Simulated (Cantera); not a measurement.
Equilibrium for chemical vapour transport: MgO + HI + H2

Charge: 1 mol MgO, 0.89 mol HI, 0.33 mol H2, held at 1050 °C.

Cantera equilibrium calculation (NASA polynomials, part measured and part estimated; ideal gas, pure solids and liquids). Candidate condensed phases: H2O, I2, Mg, MgI2, MgO, Mg(OH)2; 20 gas species. Rates play no part.

From 0.0100 bar to 10.0 bar the condensed part is MgO(s). The main Mg-bearing gas is MgI2 throughout. The share of Mg in condensed phases is highest at 0.0100 bar (98.6 %) and lowest at 10.0 bar (96.8 %).

| P (Pa) | log p HI | log p H2 | log p I | log p I2 | log p H2O | log p MgI2 | n MgO(s) |
|---|---|---|---|---|---|---|---|
| 1000 | -2.71 | -2.39 | -2.43 | -4.32 | -4.03 | -4.03 | 0.986 |
| 2700 | -2.15 | -1.97 | -2.08 | -3.61 | -3.47 | -3.47 | 0.982 |
| 7200 | -1.62 | -1.57 | -1.75 | -2.96 | -2.94 | -2.94 | 0.978 |
| 19000 | -1.12 | -1.16 | -1.46 | -2.37 | -2.44 | -2.44 | 0.975 |
| 52000 | -0.63 | -0.74 | -1.17 | -1.81 | -1.95 | -1.95 | 0.972 |
| 140000 | -0.16 | -0.32 | -0.92 | -1.29 | -1.48 | -1.48 | 0.970 |
| 370000 | 0.28 | 0.09 | -0.68 | -0.81 | -1.04 | -1.04 | 0.969 |
| 1000000 | 0.73 | 0.52 | -0.44 | -0.34 | -0.59 | -0.59 | 0.968 |
log p: log10 of the partial pressure in bar; n: condensed amount in mol.
